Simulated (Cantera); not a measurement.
## Thermodynamics of calcination and drying, feed MgSO4 + H2

Charge: 1 mol MgSO4, 0.11 mol H2, at 1.00 bar.

These are equilibrium values from Cantera (NASA tables, ideal gas, pure condensed phases), not measurements of a reactor. Candidate condensed phases: H2O, H2SO4, Mg, MgO, Mg(OH)2, MgS, MgSO4, S; 26 gas species. Mutual solubility and eutectic melting of coexisting phases are not modelled. Kinetics and transport are ignored.

```
T (K)  log p SO2  log p H2O  log p O2  log p SO3  log p OH  log p O  log p SO  n MgO(s)  n MgSO4(s)
-----  ---------  ---------  --------  ---------  --------  -------  --------  --------  ----------
898        -0.30      -0.30      <-12      -6.95    -11.13     <-12     -6.33     0.110       0.890
998        -0.30      -0.30    -10.58      -5.32     -9.08     <-12     -6.76     0.110       0.890
1098       -0.30      -0.30     -7.01      -4.00     -7.42     <-12     -7.10     0.110       0.890
1198       -0.30      -0.30     -4.07      -2.92     -6.03    -9.65     -7.37     0.110       0.890
1298       -0.29      -0.34     -1.62      -2.01     -4.89    -7.58     -7.58     0.124       0.876
1398       -0.20      -1.15     -0.56      -1.66     -4.56    -6.32     -7.15      1.00           0
1498       -0.20      -1.15     -0.55      -1.90     -4.16    -5.68     -6.39      1.00           0
1598       -0.20      -1.15     -0.55      -2.10     -3.80    -5.12     -5.73      1.00           0
1698       -0.19      -1.15     -0.55      -2.28     -3.49    -4.63     -5.15      1.00           0
1798       -0.19      -1.15     -0.55      -2.44     -3.21    -4.20     -4.63     1.000           0
1898       -0.19      -1.15     -0.55      -2.58     -2.96    -3.81     -4.17     1.000           0
1998       -0.19      -1.16     -0.55      -2.71     -2.74    -3.45     -3.76     1.000           0
```
log p: log10 of the partial pressure in bar; n: condensed amount in mol.

From 898 K to 1298 K the condensed part is MgO(s) + MgSO4(s). From 1398 K to 1998 K the condensed part is MgO(s).
